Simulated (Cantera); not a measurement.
A closed system holds: 1 mol Si, 0.0031 mol O₂, 2.4 mol H₂, 0.66 mol H₂O, at 1173.15 K and 0.0100 bar.

Method: chemical equilibrium by Gibbs-energy minimisation in Cantera with the NASA 1993 tables (ideal gas, pure condensed phases). Candidate condensed phases: H₂O, Si, SiO₂; 18 gas species. Mutual solubility and eutectic melting of coexisting phases are not modelled. The tables hold silica as quartz up to 1696 K and as liquid above; real silica turns to tridymite and cristobalite and melts near 1996 K. Kinetics and transport are ignored.

Question: What is the equilibrium state?

Answer: 
```json
{
  "x(H₂)": "1.000",
  "x(SiO)": "2.43e-5",
  "x(H)": "1.18e-6",
  "n(Si(s))": "0.667 mol",
  "n(SiO₂(β-quartz))": "0.333 mol",
  "gas_amount": "3.060 mol"
}
```
